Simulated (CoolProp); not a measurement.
Vapour-liquid equilibrium of acetone (1) + n-hexane (2) at 27.9 kPa; x and y are mole fractions of (1).

Model: multi-fluid Helmholtz-energy mixture model, Lemmon 2006 and Thol 2019; pair parameters Bell 2016, in CoolProp.

```json
[
 {"x": "0.05", "bubble temperature (K)": "299.0", "y at the bubble point": "0.280", "dew temperature at overall composition x (K)": "304.7", "liquid density (mol/L)": "7.750"},
 {"x": "0.2", "bubble temperature (K)": "291.5", "y at the bubble point": "0.532", "dew temperature at overall composition x (K)": "301.1", "liquid density (mol/L)": "8.376"},
 {"x": "0.35", "bubble temperature (K)": "290.0", "y at the bubble point": "0.587", "dew temperature at overall composition x (K)": "297.0", "liquid density (mol/L)": "9.037"},
 {"x": "0.5", "bubble temperature (K)": "289.7", "y at the bubble point": "0.603", "dew temperature at overall composition x (K)": "292.5", "liquid density (mol/L)": "9.805"},
 {"x": "0.65", "bubble temperature (K)": "289.6", "y at the bubble point": "0.619", "dew temperature at overall composition x (K)": "289.9", "liquid density (mol/L)": "10.72"},
 {"x": "0.8", "bubble temperature (K)": "290.1", "y at the bubble point": "0.668", "dew temperature at overall composition x (K)": "292.3", "liquid density (mol/L)": "11.82"},
 {"x": "0.95", "bubble temperature (K)": "293.2", "y at the bubble point": "0.847", "dew temperature at overall composition x (K)": "295.0", "liquid density (mol/L)": "13.10"}
]
```

y crosses x between x = 0.5 and 0.65: the model has an azeotrope there.

Pair parameters are fitted to limited data, so mixtures are less certain than the pure fluids.
